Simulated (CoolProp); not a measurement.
A closed Brayton cycle with dry air: compressor inlet 323.15 K and 3.8 MPa, high pressure 12.8 MPa, turbine inlet 700 K, compressor efficiency 0.89, turbine efficiency 0.85, recuperator effectiveness 0 (on enthalpy, no pinch check). Each further row changes one setting.

The numbers come from the reference Helmholtz-energy equation of state, Lemmon 2000 in CoolProp. It is a pseudo-pure fit of the blend.

```
case                           thermal efficiency (%)  net work (kJ/kg)  compressor to turbine work  compressor exit (K)  turbine exit (K)
-----------------------------  ----------------------  ----------------  --------------------------  -------------------  ----------------
as stated                                           …              27.0                        0.85                474.8             531.6
turbine inlet 650 K                                 …              13.7                        0.92                474.8             492.0
compressor inlet 333.15 K                         9.6                 …                           …                    …             531.6
high pressure 10.9 MPa                           11.2              30.1                           …                451.7             551.1
recuperator effectiveness 0.5                    12.5              27.0                        0.85                474.8             531.6
```

Some entries are withheld; supply them.


- as stated, thermal efficiency (%): 11.0
- turbine inlet 650 K, thermal efficiency (%): 7.2
- compressor inlet 333.15 K, net work (kJ/kg): 22.0
- compressor inlet 333.15 K, compressor to turbine work: 0.88
- compressor inlet 333.15 K, compressor exit (K): 489.1
- high pressure 10.9 MPa, compressor to turbine work: 0.81
